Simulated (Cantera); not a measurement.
# Thermodynamics of silicon epitaxy and polysilicon growth, feed SiH4 + HCl + H2

A closed system holds: 1 mol SiH4, 0.47 mol HCl, 5.4 mol H2, held at 150 Torr.

Method: chemical equilibrium by Gibbs-energy minimisation in Cantera with the NASA 1993 tables (ideal gas, pure condensed phases). Candidate condensed phases: Si; 19 gas species. The tables' values for SiCl3 are old estimates; treat these amounts as uncertain. Kinetics and transport are ignored.

From 923 K to 1223 K the condensed part is Si(s). The main Si-bearing gas is SiCl4 at 923 K and SiCl2 at 1223 K. The share of Si in condensed phases is highest at 1223 K (92.9 %) and lowest at 923 K (87.7 %).

```tsv
T (K)	x H2	x HCl	x SiCl4	x SiHCl3	x SiCl2	x SiCl3	n Si(s)
923	0.979	0.00480	0.00884	0.00642	3.39e-5	8.62e-5	0.877
973	0.977	0.00759	0.00833	0.00603	9.48e-5	0.000166	0.883
1023	0.975	0.0113	0.00760	0.00552	0.000235	0.000291	0.891
1073	0.971	0.0161	0.00661	0.00489	0.000518	0.000462	0.900
1123	0.967	0.0216	0.00538	0.00412	0.00102	0.000665	0.910
1173	0.962	0.0276	0.00400	0.00325	0.00180	0.000855	0.920
1223	0.958	0.0333	0.00265	0.00235	0.00282	0.000968	0.929
```
x: gas mole fraction; n: condensed amount in mol.
